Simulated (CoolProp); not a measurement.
Chlorine along the isotherm 420.2 K: fugacity coefficient from the reference equation and from simpler models built on Tc = 416.9 K, pc = 76.42 bar, ω = 0.070; each cubic takes its own stable root.

Computed with CoolProp (reference Helmholtz-energy equation of state, Thol 2021).

```json
[
 {"p (bar)": "18.2", "phase": "gas", "reference": "0.9268"},
 {"p (bar)": "36.4", "phase": "gas", "reference": "0.8546"},
 {"p (bar)": "54.5", "phase": "gas", "reference": "0.7823"},
 {"p (bar)": "72.7", "phase": "gas", "reference": "0.7060"},
 {"p (bar)": "90.9", "phase": "supercritical", "reference": "0.6073"},
 {"p (bar)": "109", "phase": "supercritical", "reference": "0.5277"},
 {"p (bar)": "127", "phase": "supercritical", "reference": "0.4707"},
 {"p (bar)": "145", "phase": "supercritical", "reference": "0.4279"},
 {"p (bar)": "164", "phase": "supercritical", "reference": "0.3930"},
 {"p (bar)": "182", "phase": "supercritical", "reference": "0.3669"},
 {"p (bar)": "200", "phase": "supercritical", "reference": "0.3457"}
]
```

**Question.** How far does each simpler model (van der Waals, Redlich-Kwong, Soave-Redlich-Kwong, Peng-Robinson) lie from the reference over these 11 states: mean and median of the absolute difference, and the worst?

**Answer.** 
- van der Waals: mean 5.8 %, median 5.2 %, worst +13.2 % at 420.2 K and 200 bar
- Redlich-Kwong: mean 1.3 %, median 1.2 %, worst +2.5 % at 420.2 K and 200 bar
- Soave-Redlich-Kwong: mean 1.3 %, median 1.2 %, worst +2.7 % at 420.2 K and 200 bar
- Peng-Robinson: mean 3.8 %, median 4.0 %, worst -5.1 % at 420.2 K and 72.7 bar
